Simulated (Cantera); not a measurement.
A perfectly stirred reactor is fed with CH₄ : H₂ = 1 : 1.5 (molar parts), at 760 Torr; it is held at 1975 K, and followed from long to short residence time.

Model: GRI-Mech 3.0 (53 species, 325 reactions), integrated in Cantera. GRI-Mech 3.0 stops at C3 and has no aromatics, soot or wall deposition, so with more carbon than oxygen in the feed, carbon stays in small species such as C2H2 where larger ones or solid carbon would form.

```json
[
 {"quantity": "x(CH₄) at τ = 0.530 s", "before": "0.00901", "after": "0.0207"},
 {"quantity": "x(H₂) at τ = 0.530 s", "before": "0.850", "after": "0.843"},
 {"quantity": "x(C₂H₄) at τ = 0.530 s", "before": "0.000929", "after": "0.00192"},
 {"quantity": "x(C₂H₂) at τ = 0.530 s", "before": "0.139", "after": "0.134"},
 {"quantity": "x(CH₃) at τ = 0.530 s", "before": "0.000262", "after": "0.000240"},
 {"quantity": "x(CH₄) at τ = 22.0 ms", "before": "0.0362", "after": "0.0824"},
 {"quantity": "x(H₂) at τ = 22.0 ms", "before": "0.832", "after": "0.803"},
 {"quantity": "x(C₂H₄) at τ = 22.0 ms", "before": "0.001000", "after": "0.00202"},
 {"quantity": "x(C₂H₂) at τ = 22.0 ms", "before": "0.129", "after": "0.111"},
 {"quantity": "x(CH₃) at τ = 22.0 ms", "before": "0.00102", "after": "0.000899"}
]
```

Problem. Name the change that produced these shifts.
(A) H2 1.5 to 5.7 parts
(B) pressure from 760 Torr to 16.5 Torr
(C) temperature 1975 to 1850 K
(D) H2 1.5 to 9.2 parts

Solution. C, temperature 1975 to 1850 K
